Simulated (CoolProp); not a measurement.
n-pentane along the isotherm 109.45 °C: fugacity coefficient from the reference equation and from simpler models built on Tc = 196.5 °C, pc = 3368 kPa, ω = 0.251; each cubic takes its own stable root.

Values from CoolProp's reference Helmholtz-energy equation of state, Thol 2019.

| p (kPa) | phase | reference | van der Waals | Peng-Robinson |
|---|---|---|---|---|
| 16 | gas | 0.9968 | 0.9977 | 0.9967 |
| 23.4 | gas | 0.9953 | 0.9966 | 0.9952 |
| 34.4 | gas | 0.9930 | 0.9951 | 0.9929 |
| 50.5 | gas | 0.9898 | 0.9928 | 0.9896 |
| 74.1 | gas | 0.9850 | 0.9894 | 0.9847 |
| 109 | gas | 0.9780 | 0.9844 | 0.9775 |
| 160 | gas | 0.9677 | 0.9771 | 0.9670 |
| 234 | gas | 0.9527 | 0.9665 | 0.9519 |
| 344 | gas | 0.9305 | 0.9508 | 0.9295 |
| 505 | gas | 0.8980 | 0.9278 | 0.8970 |
| 1090 | liquid | 0.5792 | 0.8436 | 0.5785 |
| 1600 | liquid | 0.4033 | 0.7090 | 0.4028 |
| 2340 | liquid | 0.2847 | 0.5108 | 0.2842 |
| 3440 | liquid | 0.2029 | 0.3750 | 0.2025 |
| 5050 | liquid | 0.1480 | 0.2847 | 0.1474 |

At some of these states van der Waals gives the other phase, because its saturation line lies elsewhere.
